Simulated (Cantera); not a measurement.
Premixed flame

A freely propagating, adiabatic, planar premixed flame of H2 : O2 : N2 : H2O = 1 : 0.357 : 1.34 : 0.021 (molar parts), unburnt at 723 K and 7500 Torr; mixture-averaged transport, grid criteria slope 0.08 and curve 0.16, no radiation.

Computed with Cantera and the H2/O2 subset of GRI-Mech 3.0, which has no nitrogen chemistry. The hydrogen kinetics of GRI-Mech 3.0 are dated; newer H2 mechanisms differ, most at raised pressure. Burning velocities carry a grid error of a few per cent, more on coarse grids.

| z (mm) | T (K) | u (m/s) | x H2 | x O2 | x H | x O | x OH | x H2O |
|---|---|---|---|---|---|---|---|---|
| -0.0765 | 723 | 11.8 | 0.368 | 0.131 | <1e-8 | <1e-8 | <1e-8 | 0.00773 |
| -0.0510 | 723 | 11.8 | 0.368 | 0.131 | <1e-8 | <1e-8 | <1e-8 | 0.00773 |
| -0.0382 | 723 | 11.8 | 0.368 | 0.131 | <1e-8 | <1e-8 | <1e-8 | 0.00773 |
| -0.0255 | 724 | 11.8 | 0.367 | 0.131 | 4.21e-8 | 2.53e-8 | <1e-8 | 0.00774 |
| -0.0127 | 769 | 12.3 | 0.356 | 0.132 | 0.000156 | 1.65e-5 | 7.10e-5 | 0.00993 |
| -0.00637 | 1045 | 16.2 | 0.314 | 0.124 | 0.00440 | 0.000443 | 0.00125 | 0.0373 |
| 0 | 1502 | 22.6 | 0.233 | 0.0887 | 0.0225 | 0.00285 | 0.00394 | 0.117 |
| 0.00637 | 1837 | 27.3 | 0.159 | 0.0424 | 0.0409 | 0.00473 | 0.00850 | 0.204 |
| 0.0127 | 2016 | 29.7 | 0.126 | 0.0184 | 0.0459 | 0.00464 | 0.0118 | 0.248 |
| 0.0255 | 2186 | 32.0 | 0.113 | 0.00591 | 0.0402 | 0.00362 | 0.0136 | 0.274 |
| 0.0510 | 2333 | 33.8 | 0.113 | 0.00261 | 0.0288 | 0.00215 | 0.0123 | 0.286 |
| 0.102 | 2448 | 35.2 | 0.114 | 0.00128 | 0.0189 | 0.00105 | 0.00946 | 0.295 |
| 0.204 | 2528 | 36.1 | 0.115 | 0.000547 | 0.0118 | 0.000443 | 0.00658 | 0.302 |
x: mole fraction of selected species; z is measured from the peak of heat release.

```json
{
 "laminar_burning_velocity": "1180 cm/s",
 "thermal_thickness": "0.0255 mm",
 "peak x(H)": "0.0459",
 "peak x(O)": "0.00482",
 "peak x(OH)": "0.0136",
 "grid_points": "109"
}
```
